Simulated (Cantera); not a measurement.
What does this Cantera script print?

```python
import numpy as np
import cantera as ct

gas_names = """
    AL ALCL ALCL2 ALCL3 ALH ALN AL2 AL2CL6 CL CL2 H HCL H2 N NH NH2 NH3 N2 N2H2 N2H4
""".split()
cond_names = """
    AL(cr) AL(L) ALCL3(s) ALCL3(L) ALN(s) NH4CL(a) NH4CL(b)
""".split()


def load(file, names, dense=False):
    # The tables refer to 1 bar. Condensed volumes are neglected.
    table = {s.name: s for s in ct.Species.list_from_file(file)}
    out = []
    for n in names:
        d = dict(table[n].input_data)
        d["thermo"] = dict(d["thermo"], **{"reference-pressure": 1e5})
        if dense:
            d["equation-of-state"] = {"model": "constant-volume", "density": "1e6 g/cm^3"}
        out.append(ct.Species.from_dict(d))
    return out


gas = ct.Solution(thermo="ideal-gas", species=load("nasa_gas.yaml", gas_names))
cond = {s.name: ct.Solution(thermo="fixed-stoichiometry", species=[s], name=s.name)
        for s in load("nasa_condensed.yaml", cond_names, dense=True)}
atoms = {
    'AlCl3': {'AL': 1, 'CL': 3},
    'HCl': {'H': 1, 'CL': 1},
    'N2': {'N': 2},
}
top_T = {'ALN(s)': 2750}  # K; cautious upper limits of use, not melting points


def equilibrate(T, P, feed):
    n = {}
    for name, mol in feed.items():
        for a, k in atoms[name].items():
            n[a] = n.get(a, 0.0) + k * mol
    gas.TPX = T, P, n
    mass = sum(n.values()) * gas.mean_molecular_weight
    gas.equilibrate("TP")
    valid = [c for c in cond.values() if c.min_temp <= T <= top_T.get(c.name, c.max_temp)]
    mix = ct.Mixture([(gas, mass / gas.mean_molecular_weight)] + [(c, 0.0) for c in valid])
    mix.T, mix.P = T, P
    mix.equilibrate("TP", solver="vcs", rtol=1e-11, max_steps=5000)
    return mix


results = []
feed = {'AlCl3': 1, 'HCl': 0.68, 'N2': 12}  # mol
T = 2048  # K
P = 26  # Pa
mix = equilibrate(T, P, feed)
results.append((T, P, feed, dict(zip(mix.species_names, mix.species_moles))))
print(gas.report(threshold=0.001))
for i in range(1, mix.n_phases):
    print(f"{mix.phase(i).name:16s} {mix.phase_moles(i):12.5e} mol")
```

It prints:

```
       temperature   2048 K
          pressure   26 Pa
           density   4.8135e-05 kg/m^3
  mean mol. weight   31.525 kg/kmol
   phase of matter   gas

                          1 kg             1 kmol
                     ---------------   ---------------
          enthalpy        2.0445e+06        6.4451e+07  J
   internal energy        1.5043e+06        4.7423e+07  J
           entropy             10319        3.2531e+05  J/K
    Gibbs function       -1.9089e+07       -6.0178e+08  J
 heat capacity c_p              1090             34361  J/K
 heat capacity c_v            826.24             26047  J/K

                      mass frac. Y      mole frac. X     chem. pot. / RT
                     ---------------   ---------------   ---------------
              ALCL           0.11675          0.058953           -46.252
             ALCL2          0.012947         0.0041699            -72.19
                CL           0.14441           0.12842           -25.938
                 H        0.00013302         0.0041601           -17.414
               HCL          0.043269          0.037414           -43.352
                N2            0.6801           0.76533           -35.543
     [  +14 minor]         0.0023892         0.0015577

AL(L)             0.00000e+00 mol
ALCL3(L)          0.00000e+00 mol
ALN(s)            0.00000e+00 mol
```

Method: chemical equilibrium by Gibbs-energy minimisation in Cantera with the NASA 1993 tables (ideal gas, pure condensed phases). The tables' values for AlCl2 are old estimates; treat these amounts as uncertain.
